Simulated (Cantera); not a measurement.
A freely propagating, adiabatic, planar premixed flame of H2 : O2 : N2 = 1 : 0.877 : 3.3 (molar parts), unburnt at 325 K and 100.0 Torr; mixture-averaged transport, grid criteria slope 0.08 and curve 0.16, no radiation.

Computed with Cantera and the H2/O2 subset of GRI-Mech 3.0, which has no nitrogen chemistry. Burning velocities carry a grid error of a few per cent, more on coarse grids. Lean hydrogen flames are cellular in practice and burn faster than this planar one.

Problem. Predict: laminar burning velocity; thermal thickness; peak x(H); peak x(O); peak x(HO2).

Solution. 
| Property | Result |
|---|---|
| laminar burning velocity | 113 cm/s |
| thermal thickness | 4.53 mm |
| peak x(H) | 0.0232 |
| peak x(O) | 0.0100 |
| peak x(HO2) | 0.000120 |
